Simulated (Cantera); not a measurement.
An adiabatic, constant-pressure homogeneous reactor starts with CH3OH : O2 : N2 : H2O = 1 : 0.714 : 2.69 : 0.67 (molar parts), at 1023 K and 500000 Pa. Integrator tolerance rtol = 1e-08.

Detailed kinetics in Cantera: GRI-Mech 3.0 (53 species, 325 reactions). GRI-Mech 3.0 was tuned for natural gas; its chemistry of methanol as a main component is partial and can be far from experiment.

Task: What does this change do: initial temperature 1023 to 975 K?

Result: 
```json
[
 {"quantity": "time of steepest temperature rise", "before": "58.8 ms", "after": "0.190 s"},
 {"quantity": "temperature at 0.400 s", "before": "2061 K", "after": "2020 K"},
 {"quantity": "equilibrium temperature", "before": "2061 K", "after": "2020 K"},
 {"quantity": "x(CH3OH) at 0.400 s", "before": "2.26e-12 (gas-phase equilibrium 2.31e-12)", "after": "2.55e-12 (gas-phase equilibrium 2.60e-12)"},
 {"quantity": "x(O2) at 0.400 s", "before": "1.75e-7 (gas-phase equilibrium 1.75e-7)", "after": "9.54e-8 (gas-phase equilibrium 9.54e-8)"},
 {"quantity": "x(H2O) at 0.400 s", "before": "0.282 (gas-phase equilibrium 0.282)", "after": "0.282 (gas-phase equilibrium 0.282)"},
 {"quantity": "x(H) at 0.400 s", "before": "0.000406 (gas-phase equilibrium 0.000406)", "after": "0.000312 (gas-phase equilibrium 0.000312)"},
 {"quantity": "x(CH3) at 0.400 s", "before": "4.23e-11 (gas-phase equilibrium 4.78e-11)", "after": "4.27e-11 (gas-phase equilibrium 4.82e-11)"},
 {"quantity": "x(H2) at 0.400 s", "before": "0.137 (gas-phase equilibrium 0.137)", "after": "0.138 (gas-phase equilibrium 0.138)"}
]
```
Below about 1000 K GRI-Mech 3.0 lacks low-temperature oxidation paths.
